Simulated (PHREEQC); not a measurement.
Consider water at 25 °C with 100 mmol/kgw CuSO4 and 12 mmol/kgw HNO3. It is in equilibrium with CO2 at log p = -2 (atm). Otherwise closed; pH follows from the charge balance.

Computed with PHREEQC (ion-association model, wateq4f.dat).

| Property | Value |
|---|---|
| pH | 2.41 |
| ionic strength | 0.215 mol/kgw |
| total alkalinity | -12.0 meq/kg |

| species | molality | activity | log γ |
|---|---|---|---|
| Cu+2 | 0.0544 | 0.0174 | -0.495 |
| SO4-2 | 0.0473 | 0.0135 | -0.546 |
| CuSO4 | 0.0456 | 0.0479 | 0.022 |
| NO3- | 0.0120 | 0.00826 | -0.162 |
| HSO4- | 0.00708 | 0.00512 | -0.140 |
| H+ | 0.00492 | 0.00391 | -0.100 |

Precipitation was switched off in this run.
